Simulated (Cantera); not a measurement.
**Stirred combustor or abatement burner**

A perfectly stirred reactor is fed with H₂ : O₂ : N₂ : NO = 1 : 0.909 : 9.09 : 0.016 (molar parts), at 1.00 bar; it is adiabatic with a 325 K inlet, and is followed from long to short residence time, starting on the burning branch (τ in s: 0.31, 0.13, 0.053, 0.022, 0.009, 0.0037, 0.0015, 0.00063, 0.00026, 0.00011, 4.4e-05, 1.8e-05, 7.5e-06).

Detailed kinetics in Cantera: GRI-Mech 3.0 (53 species, 325 reactions). The mechanism lacks 2 NO + O2 → 2 NO2 and HONO, so NO2 and the effect of NO are under-described below about 1400 K.

```
τ (s)    T (K)      x H₂    x O₂     x NO   x H₂O₂    x HO₂
-------  -----  --------  ------  -------  -------  -------
0.31      1051  0.000500  0.0391  0.00146  9.06e-7  2.54e-6
0.13      1048  0.000959  0.0393  0.00145  1.26e-6  5.29e-6
0.053     1040   0.00199  0.0398  0.00144  1.85e-6  1.05e-5
0.022     1020   0.00472  0.0411  0.00143  2.86e-6  1.89e-5
0.0090     325    0.0908  0.0825  0.00145   <1e-12   <1e-12
0.0037     325    0.0908  0.0825  0.00145   <1e-12   <1e-12
0.0015     325    0.0908  0.0825  0.00145   <1e-12   <1e-12
0.00063    325    0.0908  0.0825  0.00145   <1e-12   <1e-12
0.00026    325    0.0908  0.0825  0.00145   <1e-12   <1e-12
0.00011    325    0.0908  0.0825  0.00145   <1e-12   <1e-12
4.4e-5     325    0.0908  0.0825  0.00145   <1e-12   <1e-12
1.8e-5     325    0.0908  0.0825  0.00145   <1e-12   <1e-12
7.5e-6     325    0.0908  0.0825  0.00145   <1e-12   <1e-12
```
x: mole fraction; the columns are a selection and need not sum to one.
